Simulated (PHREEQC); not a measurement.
Solution (75 °C): 0.001 mol/kgw NaBr, 0.0014 mol/kgw ZnSO4 and 0.02 mol/kgw Pb(NO3)2. Closed to the air; pH follows from the charge balance.

Computed with PHREEQC (ion-association model, wateq4f.dat).

This is a speciation only: nothing precipitates in the calculation.

Q: Predict the pH.

A: pH 4.81.

Q: In which forms is Pb present?

A: Pb+2 77 %, PbNO3+ 17 %, PbSO4 4.0 %, PbBr+ 2.1 % of the Pb.

The solution is supersaturated, for example in Larnakite, Anglesite, so a real one may precipitate; this is no full list. Species that the database lacks are ignored. At this temperature some constants are extrapolated from 25 °C, and those without enthalpy data are left unchanged.
